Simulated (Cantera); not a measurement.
Charge: 1 mol CH₂F₂, 0.019 mol CH₄, 1.2 mol H₂, held at 1.00 bar.

Method: chemical equilibrium by Gibbs-energy minimisation in Cantera with the NASA 1993 tables (ideal gas, pure condensed phases). Candidate condensed phases: C, C₆H₆, C₇H₈, C₈H₁₈; 110 gas species. Ions and electrons are included (thermal ionisation). Rates play no part.

Q: Which condensed phases are stable at each of these points (T (K)): 2500, 2750, 3000, 3250, 3500, 3750, 4000, 4250, 4500, 4750, 5000?

A: 
```csv
T (K),condensed phases,C condensed (%)
2500,C(graphite),97.4
2750,C(graphite),93.4
3000,C(graphite),85.7
3250,C(graphite),69.5
3500,C(graphite),13.1
3750,gas only,0.0
4000,gas only,0.0
4250,gas only,0.0
4500,gas only,0.0
4750,gas only,0.0
5000,gas only,0.0
```

From 2500 K to 3500 K the condensed part is C(graphite). From 3750 K to 5000 K nothing is condensed.
